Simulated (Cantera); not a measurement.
## Hydrocarbon pyrolysis for carbon deposition

A perfectly stirred reactor is fed with 0.689 % C₂H₆, 96.5 % N₂, 2.83 % H₂O, at 0.987 atm; it is held at 1625 K, and followed from long to short residence time.

Cantera simulation using GRI-Mech 3.0 (53 species, 325 reactions); the numbers are that mechanism's predictions, not measurements.

| τ (s) | x C₂H₆ | x CH₃ | x C₂H₂ | x CH₂ | x CH₄ |
|---|---|---|---|---|---|
| 1.2 | 2.30e-6 | 2.57e-5 | 0.00393 | 1.96e-8 | 0.00185 |
| 0.45 | 5.40e-6 | 3.81e-5 | 0.00448 | 3.59e-8 | 0.00213 |
| 0.17 | 1.22e-5 | 5.57e-5 | 0.00481 | 6.70e-8 | 0.00228 |
| 0.064 | 2.67e-5 | 8.01e-5 | 0.00498 | 1.27e-7 | 0.00231 |
| 0.024 | 5.63e-5 | 0.000113 | 0.00502 | 2.41e-7 | 0.00224 |
| 0.0092 | 0.000115 | 0.000158 | 0.00490 | 4.44e-7 | 0.00213 |
| 0.0035 | 0.000234 | 0.000220 | 0.00455 | 7.96e-7 | 0.00199 |
| 0.0013 | 0.000494 | 0.000315 | 0.00380 | 1.38e-6 | 0.00182 |
x: mole fraction; the columns are a selection and need not sum to one.
